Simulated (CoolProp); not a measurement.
The fluid at 453.68 K and 0.985 MPa is throttled through a valve to 0.189 MPa with no heat exchange. The same conditions are run with several fluids, on thermodynamics alone (safety and materials aside).

Computed with CoolProp (reference Helmholtz-energy equation of state of each fluid (ethanol: Schroeder 2014; CF4 (R14): Platzer 1990; trans-2-butene: Lemmon 2005; R113: Marx 1992; dry air: Lemmon 2000)). The equations of Platzer and Polt are older, rougher fits. Blends and air are pseudo-pure fits.

```tsv
fluid	temperature change (K)	final density (kg/m³)
ethanol	___	___
CF4 (R14)	___	4.43
trans-2-butene	___	___
R113	-9.8	9.85
dry air	-0.6	___
```

What belongs in the gaps?


- ethanol, temperature change (K): -16.0
- ethanol, final density (kg/m³): 2.44
- CF4 (R14), temperature change (K): -1.7
- trans-2-butene, temperature change (K): -6.4
- trans-2-butene, final density (kg/m³): 2.89
- dry air, final density (kg/m³): 1.45
